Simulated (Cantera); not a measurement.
A perfectly stirred reactor is fed with C₃H₈ : H₂ : H₂O = 1 : 13 : 1.3 (molar parts), at 20.0 Torr; it is held at 1875 K, and followed from long to short residence time.

Cantera simulation using GRI-Mech 3.0 (53 species, 325 reactions); the numbers are that mechanism's predictions, not measurements. GRI-Mech 3.0 was tuned for natural gas; its chemistry of propane as a main component is partial and can be far from experiment. GRI-Mech 3.0 stops at C3 and has no aromatics, soot or wall deposition, so with more carbon than oxygen in the feed, carbon stays in small species such as C2H2 where larger ones or solid carbon would form. Radical loss at walls, strong at low pressure, is not modelled.

Question: Predict: x(C₃H₈) at τ = 20.0 s; x(H₂) at τ = 20.0 s; x(CH₃) at τ = 20.0 s; x(H) at τ = 20.0 s; x(C₂H) at τ = 20.0 s; x(C₃H₈) at τ = 55.0 ms; x(H₂) at τ = 55.0 ms; x(CH₃) at τ = 55.0 ms; x(H) at τ = 55.0 ms; x(C₂H) at τ = 55.0 ms.

Answer: 
- x(C₃H₈) at τ = 20.0 s: 6.65e-8
- x(H₂) at τ = 20.0 s: 0.883
- x(CH₃) at τ = 20.0 s: 0.000167
- x(H) at τ = 20.0 s: 0.00370
- x(C₂H) at τ = 20.0 s: 2.21e-6
- x(C₃H₈) at τ = 55.0 ms: 2.52e-5
- x(H₂) at τ = 55.0 ms: 0.831
- x(CH₃) at τ = 55.0 ms: 0.00214
- x(H) at τ = 55.0 ms: 0.00367
- x(C₂H) at τ = 55.0 ms: 3.48e-6
